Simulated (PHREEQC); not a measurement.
Solution (90 °C): 1.7 mol K2CO3, 0.022 mol Na2SO4 and 3.2e-05 mol H4SiO4 per kg of water. Closed to the air; pH follows from the charge balance.

Computed with PHREEQC (Pitzer model, pitzer.dat).

**Question.** The ionic strength comes out as 5.12 mol/kgw. What activity coefficients do CO3-2, H2SiO4-2, H3SiO4-, OH-, Na+ get?

**Answer.** CO3-2 0.18, H2SiO4-2 0.011, H3SiO4- 0.33, OH- 1.4, Na+ 0.37. Single-ion values are on the MacInnes scale.

Precipitation was switched off in this run. Complexes and solids missing from the database can't appear. In brines, pH and single-ion activities rest on the MacInnes convention. At this temperature some constants are extrapolated from 25 °C, and those without enthalpy data are left unchanged.
